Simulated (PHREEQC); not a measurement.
Consider water at 20 °C with 0.00011 mol HF, 9.2e-07 mol NaCl and 0.00022 mol CuCl2 per kg of water. Closed to the air; pH follows from the charge balance.

The numbers come from PHREEQC with the ion-association model, phreeqc.dat.

This is a speciation only: nothing precipitates in the calculation.

### Question
Estimate the pH.

### Answer
pH 4.02.

### Question
In which forms is F present?

### Answer
F- 89 %, HF 11 % of the F.

Species that the database lacks are ignored.
